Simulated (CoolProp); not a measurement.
Saturation properties of carbon monoxide (Tc = -140.3 °C, pc = 3.498 MPa, ω = 0.050).

Values from CoolProp's reference Helmholtz-energy equation of state, Lemmon 2006. It is a short technical equation, of lower accuracy than the large ones.

```csv
T (°C),p (MPa),vapour density (kg/m³),enthalpy of vaporisation (kJ/kg),liquid cp (kJ/(kg K))
-180.35,0.3062,12.22,197.6,2.212
-176.35,0.4262,16.74,190.4,2.258
-172.35,0.5773,22.45,182.6,2.320
-168.35,0.7638,29.63,173.9,2.403
-164.35,0.9902,38.62,164.2,2.516
-160.35,1.261,49.92,153.3,2.676
-156.25,1.590,64.68,140.3,2.920
-152.25,1.966,83.49,125.3,3.310
-148.25,2.404,109.2,106.7,4.071
```

It boils at -191.5 °C under 1 atm.
